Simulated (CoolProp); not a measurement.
Saturation properties of isopentane.

The numbers come from the reference Helmholtz-energy equation of state, Lemmon 2006 in CoolProp. It is a short technical equation, of lower accuracy than the large ones.

```tsv
T (°C)	p (MPa)	liquid density (kg/m³)	vapour Z	liquid conductivity (mW/(m K))
51.75	0.2163	586.7	0.9252	___
62.05	0.2889	575.1	0.9086	90.7
72.45	0.3794	563.0	0.8896	87.6
82.85	___	550.3	0.8681	84.5
93.15	0.6213	537.1	0.8443	81.4
103.55	0.7789	523.0	0.8173	78.3
113.85	___	508.1	0.7875	___
124.25	1.179	491.8	0.7538	72.0
```

### Question
Some entries are withheld; supply them.

### Answer

- 51.75, liquid conductivity (mW/(m K)): 93.7
- 82.85, p (MPa): 0.4899
- 113.85, p (MPa): 0.9625
- 113.85, liquid conductivity (mW/(m K)): 75.2

It boils at 27.8 °C under 1 atm.

Thermal conductivity comes from a separate model (Vassiliou 2015).
